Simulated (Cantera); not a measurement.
Feed: 1 mol HBr, 0.025 mol O₂, held at 2150 °C and 0.00340 bar.

These are equilibrium values from Cantera (NASA tables, ideal gas, pure condensed phases), not measurements of a reactor. Equilibrium is a limit: real reactors are often held back by kinetics, nucleation or transport.

```
species   before     after
-------  -------  --------
Br         0.572     0.489
H          0.133     0.484
O        0.00164    0.0243
H₂         0.191   0.00228
H₂O       0.0268   2.01e-6
HBr       0.0715  0.000587
Br₂      2.65e-5   8.24e-7
OH       0.00353  0.000196
O₂       9.50e-5   8.23e-6
```
Gas species are given as mole fractions.

Task: Which change was made?
(A) temperature from 2150 °C to 952 °C
(B) temperature from 2150 °C to 3227 °C
(C) temperature from 2150 °C to 1602 °C
(D) 0.89 mol H₂ added

Result: B, temperature from 2150 °C to 3227 °C
